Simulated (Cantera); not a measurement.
A perfectly stirred reactor is fed with CH4 : H2O = 1 : 1.1 (molar parts), at 1.00 atm; it is held at 2098 K, and followed from long to short residence time.

Detailed kinetics in Cantera: GRI-Mech 3.0 (53 species, 325 reactions).

What does this change do: CH4 1 to 4.4 parts?


```json
[
 {"quantity": "x(CH4) at τ = 0.490 s", "before": "0.00337", "after": "0.00477"},
 {"quantity": "x(H2O) at τ = 0.490 s", "before": "0.0397", "after": "0.00135"},
 {"quantity": "x(HO2) at τ = 0.490 s", "before": "1.48e-12", "after": "<1e-12"},
 {"quantity": "x(C2H) at τ = 0.490 s", "before": "6.35e-7", "after": "1.35e-5"},
 {"quantity": "x(H) at τ = 0.490 s", "before": "0.00259", "after": "0.00264"},
 {"quantity": "x(CH4) at τ = 5.30 ms", "before": "0.0280", "after": "0.0393"},
 {"quantity": "x(H2O) at τ = 5.30 ms", "before": "0.197", "after": "0.0538"},
 {"quantity": "x(HO2) at τ = 5.30 ms", "before": "3.65e-11", "after": "1.81e-12"},
 {"quantity": "x(C2H) at τ = 5.30 ms", "before": "7.03e-6", "after": "1.50e-5"},
 {"quantity": "x(H) at τ = 5.30 ms", "before": "0.00222", "after": "0.00234"}
]
```
GRI-Mech 3.0 stops at C3 and has no aromatics, soot or wall deposition, so with more carbon than oxygen in the feed, carbon stays in small species such as C2H2 where larger ones or solid carbon would form.

What does this change do: CH4 1 to 3.4 parts?


| quantity | before | after |
|---|---|---|
| x(CH4) at τ = 0.490 s | 0.00337 | 0.00468 |
| x(H2O) at τ = 0.490 s | 0.0397 | 0.00189 |
| x(HO2) at τ = 0.490 s | 1.48e-12 | <1e-12 |
| x(C2H) at τ = 0.490 s | 6.35e-7 | 1.15e-5 |
| x(H) at τ = 0.490 s | 0.00259 | 0.00264 |
| x(CH4) at τ = 5.30 ms | 0.0280 | 0.0379 |
| x(H2O) at τ = 5.30 ms | 0.197 | 0.0683 |
| x(HO2) at τ = 5.30 ms | 3.65e-11 | 3.06e-12 |
| x(C2H) at τ = 5.30 ms | 7.03e-6 | 1.39e-5 |
| x(H) at τ = 5.30 ms | 0.00222 | 0.00233 |
GRI-Mech 3.0 stops at C3 and has no aromatics, soot or wall deposition, so with more carbon than oxygen in the feed, carbon stays in small species such as C2H2 where larger ones or solid carbon would form.
